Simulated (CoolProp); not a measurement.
Computed with CoolProp (reference Helmholtz-energy equation of state, Lemmon 2003). It is a pseudo-pure fit of the blend.

### Question
For R507A, give the phase and the Z, isothermal compressibility (1/MPa) at 36.65 °C and 10600 kPa; 53.95 °C and 10600 kPa.

### Answer
- 36.65 °C and 10600 kPa: liquid; Z 0.375, isothermal compressibility 0.00685
- 53.95 °C and 10600 kPa: liquid; Z 0.379, isothermal compressibility 0.0100
